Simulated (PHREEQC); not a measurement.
**Polishing slurry liquid**

Make-up at 15 °C: 0.0062 mol TMAH and 0.069 mol KH2PO4 per kg of water. Closed to the air; pH follows from the charge balance.

The numbers come from PHREEQC with the ion-association model, phreeqc.dat.

Precipitation was switched off in this run.

Question: What pH, ionic strength, density does the model give?

Answer: pH 5.91; ionic strength 0.0808 mol/kgw; density 1.006 g/cm³.

Question: In which forms is P present?

Answer: H2PO4- 91 %, HPO4-2 8.5 % of the P.

Complexes and solids missing from the database can't appear. (CH3)4N+ isn't in the database: it is added as a free cation with an ion size of 4 Å.
